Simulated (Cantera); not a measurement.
Predominance diagram of Ba at 1700 K against the partial pressures of O2 and H2O (log10, bar). Cantera with NASA thermochemical tables; ideal gases at 1 bar, condensed phases pure. Candidates: Ba(l), BaO(s), Ba(OH)2(l). Only these pure phases compete in this equilibrium. Not in the tables: the peroxide.

```
log p(H2O) \ log p(O2)
        columns: -10, -9.5, -9, -8.6, -8.1, -7.6, -7.1, -6.7, -6.2, -5.7, -5.2, -4.8, -4.3, -3.8, -3.3, -2.9, -2.4, -1.9, -1.4, -1, -0.5, 0
      1  A A B B B B B B B B B B B B B B B B B B B B
    0.4  C C C C C C C C C C C C C C C C C C C C C C
   -0.1  C C C C C C C C C C C C C C C C C C C C C C
   -0.7  C C C C C C C C C C C C C C C C C C C C C C
   -1.3  C C C C C C C C C C C C C C C C C C C C C C
   -1.9  C C C C C C C C C C C C C C C C C C C C C C
   -2.4  C C C C C C C C C C C C C C C C C C C C C C
     -3  C C C C C C C C C C C C C C C C C C C C C C
   -3.6  C C C C C C C C C C C C C C C C C C C C C C
   -4.1  C C C C C C C C C C C C C C C C C C C C C C
   -4.7  C C C C C C C C C C C C C C C C C C C C C C
   -5.3  C C C C C C C C C C C C C C C C C C C C C C
   -5.9  C C C C C C C C C C C C C C C C C C C C C C
   -6.4  C C C C C C C C C C C C C C C C C C C C C C
     -7  C C C C C C C C C C C C C C C C C C C C C C
```

A: out of reach (another gas would pass 10 bar, or a non-metal would condense); B: Ba(OH)2(l); C: BaO(s).
